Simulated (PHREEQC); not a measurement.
PHREEQC input (ion-association model, phreeqc.dat):

```
SOLUTION_MASTER_SPECIES
  Tma  Tma+  0  Tma  74.145  # tetramethylammonium, taken as a free cation
  Amm  AmmH+  0  AmmH  17.031  # ammonia with no redox link, constants of NH4+
SOLUTION_SPECIES
  Tma+ = Tma+
    -log_k 0
    -gamma 4.0 0
  AmmH+ = AmmH+
    -log_k 0
    -gamma 2.5 0
    -dw 1.98e-9
  AmmH+ = Amm + H+
    -log_k -9.252
    -delta_h 12.48 kcal
    -analytic 0.6322 -0.001225 -2835.76
    -dw 2.28e-9
  AmmH+ + SO4-2 = AmmHSO4-
    -log_k 1.11
PHASES
  Amm(g)
    Amm = Amm
    -log_k 1.7966
    -analytic -18.758 3.3670e-4 2.5113e3 4.8619 39.192
    -T_c 405.6
    -P_c 111.3
    -Omega 0.25
EXCHANGE_SPECIES
  AmmH+ + X- = AmmHX
    -log_k 0.6
    -gamma 2.5 0
    -delta_h -2.4
SOLUTION 1
  temp 20
  units mol/kgw
  pH 7 charge
  Amm 0.85
SOLUTION 2
  temp 20
  units mol/kgw
  pH 7 charge
  Tma 0.13
  Si 3.4e-07
END
SELECTED_OUTPUT 1
  -reset false
  -pH true
  -pe true
  -ionic_strength true
  -water true
  -totals Amm Si Tma
  -molalities H+ H4SiO4 OH- O2 H3SiO4- H2SiO4-2 AmmH+ Amm Tma+
  -equilibrium_phases Chalcedony
PRINT
  -reset false
MIX 1
  1 1
  2 0
EQUILIBRIUM_PHASES 1
  Chalcedony 0 0
  O2(g) -0.68 10
END
# ... the last block is repeated for the other 20 points of share of solution B
```

Selected output (columns that matter, 10 of 21 rows; share of solution B added in front):

```
share of solution B	pH	mu	Amm	Si	Tma	m_H+	m_OH-	m_H3SiO4-	m_H2SiO4-2	m_Tma+
0	11.75	0.0040635	0.85	0	0	1.8938e-12	0.0040635	0	0	0
0.1	12.269	0.014176	0.76497	3.3998e-08	0.012999	5.9638e-13	0.014176	3.0071e-08	3.811e-09	0.012999
0.2	12.525	0.026605	0.67997	6.7997e-08	0.025999	3.39e-13	0.026605	5.4242e-08	1.3643e-08	0.025999
0.35	12.743	0.045811	0.55248	1.19e-07	0.045498	2.1035e-13	0.045811	8.1604e-08	3.7294e-08	0.045498
0.45	12.842	0.058715	0.46748	1.5299e-07	0.058498	1.6971e-13	0.058715	9.551e-08	5.7396e-08	0.058498
0.55	12.92	0.07165	0.38249	1.8699e-07	0.071498	1.4306e-13	0.071649	1.0688e-07	8.003e-08	0.071498
0.65	12.985	0.084602	0.29749	2.2099e-07	0.084498	1.2418e-13	0.084601	1.163e-07	1.0462e-07	0.084498
0.8	13.066	0.10405	0.17	2.72e-07	0.104	1.0425e-13	0.10405	1.2763e-07	1.443e-07	0.104
0.9	13.111	0.11702	0.084999	3.06e-07	0.117	9.4441e-14	0.11702	1.3377e-07	1.7216e-07	0.117
1	13.152	0.13	0	3.4e-07	0.13	8.6482e-14	0.13	1.3903e-07	2.0091e-07	0.13
```

(CH3)4N+ isn't in the database: it is added as a free cation with an ion size of 4 Å.
